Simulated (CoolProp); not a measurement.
Values from CoolProp's reference Helmholtz-energy equation of state, Thol 2017.

**Question.** For octamethyltrisiloxane (MDM), give the phase and the Z, speed of sound (m/s), Joule-Thomson coefficient (K/MPa) at 575 K and 2.29 MPa; 575 K and 3.27 MPa.

**Answer.** 
- 575 K and 2.29 MPa: supercritical; Z 0.270, speed of sound 133, Joule-Thomson coefficient 3.57
- 575 K and 3.27 MPa: supercritical; Z 0.347, speed of sound 193, Joule-Thomson coefficient 1.49
